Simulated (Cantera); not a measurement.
Input (Python, Cantera) and output of one run.

```python
import numpy as np
import cantera as ct

gas_names = """
    H HNO HNO2 HNO3 HO2 H2 H2O H2O2 N NH NH2 NH3 NH2OH NO NO2 NO3 N2 N2H2 N2H4 N2O O OH O2 O3 Zr ZrN ZrO
    ZrO2
""".split()
cond_names = """
    H2O(s) H2O(L) Zr(a) Zr(b) Zr(L) ZrN(s) ZrN(L) ZrO2(a) ZrO2(b) ZrO2(L)
""".split()


# ... load() reads the species with a 1 bar reference pressure and builds the phases ...
atoms = {
    'ZrO2': {'Zr': 1, 'O': 2},
    'H2': {'H': 2},
    'N2': {'N': 2},
}
top_T = {}  # K; cautious upper limits of use, not melting points


# ... equilibrate(T, P, feed) seeds the gas with the atoms and calls Mixture.equilibrate('TP', solver="vcs", rtol=1e-11, max_steps=5000) ...
results = []
feed = {'ZrO2': 1, 'H2': 130, 'N2': 1.9}  # mol
P = 830000  # Pa
for T in [1300, 1375, 1450, 1525, 1600, 1675, 1750, 1825, 1900, 1975, 2050, 2125, 2200]:
    mix = equilibrate(T, P, feed)
    results.append((T, P, feed, dict(zip(mix.species_names, mix.species_moles))))
    x = sorted(zip(gas.X, gas.species_names), reverse=True)
    print(f"T = {T:g} K  P = {P:g} Pa  gas = {mix.phase_moles(0):.4g} mol")
    print("   x: " + "  ".join(f"{s} {v:.3e}" for v, s in x if v > 1e-06))
    print("   condensed (mol): " + ("  ".join(f"{mix.phase(i).name} {mix.phase_moles(i):.4g}"
          for i in range(1, mix.n_phases) if mix.phase_moles(i) > 1e-12) or "none"))
```

It prints:

```
T = 1300 K  P = 830000 Pa  gas = 131.9 mol
   x: H2 9.855e-01  N2 1.435e-02  NH3 1.206e-04  H2O 3.991e-06
   condensed (mol): ZrN(s) 0.0002632  ZrO2(a) 0.9997
T = 1375 K  P = 830000 Pa  gas = 131.9 mol
   x: H2 9.855e-01  N2 1.436e-02  NH3 9.088e-05  H2O 7.107e-06  H 1.181e-06
   condensed (mol): ZrN(s) 0.0004687  ZrO2(a) 0.9995
T = 1450 K  P = 830000 Pa  gas = 131.9 mol
   x: H2 9.855e-01  N2 1.437e-02  NH3 7.045e-05  H2O 1.190e-05  H 3.259e-06
   condensed (mol): ZrN(s) 0.0007845  ZrO2(a) 0.9992
T = 1525 K  P = 830000 Pa  gas = 131.9 mol
   x: H2 9.855e-01  N2 1.437e-02  NH3 5.599e-05  H2O 1.876e-05  H 8.152e-06
   condensed (mol): ZrN(s) 0.001237  ZrO2(b) 0.9988
T = 1600 K  P = 830000 Pa  gas = 131.9 mol
   x: H2 9.855e-01  N2 1.438e-02  NH3 4.546e-05  H2O 2.820e-05  H 1.873e-05
   condensed (mol): ZrN(s) 0.00186  ZrO2(b) 0.9981
T = 1675 K  P = 830000 Pa  gas = 131.9 mol
   x: H2 9.855e-01  N2 1.438e-02  H2O 4.085e-05  H 4.001e-05  NH3 3.761e-05
   condensed (mol): ZrN(s) 0.002694  ZrO2(b) 0.9973
T = 1750 K  P = 830000 Pa  gas = 131.9 mol
   x: H2 9.855e-01  N2 1.437e-02  H 8.014e-05  H2O 5.731e-05  NH3 3.163e-05
   condensed (mol): ZrN(s) 0.003779  ZrO2(b) 0.9962
T = 1825 K  P = 830000 Pa  gas = 131.9 mol
   x: H2 9.854e-01  N2 1.437e-02  H 1.517e-04  H2O 7.818e-05  NH3 2.698e-05
   condensed (mol): ZrN(s) 0.005156  ZrO2(b) 0.9948
T = 1900 K  P = 830000 Pa  gas = 131.9 mol
   x: H2 9.852e-01  N2 1.437e-02  H 2.734e-04  H2O 1.041e-04  NH3 2.332e-05
   condensed (mol): ZrN(s) 0.006864  ZrO2(b) 0.9931
T = 1975 K  P = 830000 Pa  gas = 131.9 mol
   x: H2 9.850e-01  N2 1.436e-02  H 4.714e-04  H2O 1.355e-04  NH3 2.038e-05
   condensed (mol): ZrN(s) 0.00894  ZrO2(b) 0.9911
T = 2050 K  P = 830000 Pa  gas = 131.9 mol
   x: H2 9.847e-01  N2 1.435e-02  H 7.814e-04  H2O 1.731e-04  NH3 1.799e-05
   condensed (mol): ZrN(s) 0.01142  ZrO2(b) 0.9886
T = 2125 K  P = 830000 Pa  gas = 132 mol
   x: H2 9.842e-01  N2 1.433e-02  H 1.250e-03  H2O 2.174e-04  NH3 1.602e-05
   condensed (mol): ZrN(s) 0.01435  ZrO2(b) 0.9857
T = 2200 K  P = 830000 Pa  gas = 132 mol
   x: H2 9.835e-01  N2 1.432e-02  H 1.939e-03  H2O 2.688e-04  NH3 1.438e-05
   condensed (mol): ZrN(s) 0.01775  ZrO2(b) 0.9823
```

Equilibrium computed with Cantera from the NASA thermochemical tables; the gas is ideal and each condensed phase is pure. Mutual solubility and eutectic melting of coexisting phases are not modelled. ZrN: taken at fixed stoichiometry. Condensed phases not in the tables: solid solutions among these carbides, nitrides and lower oxides.
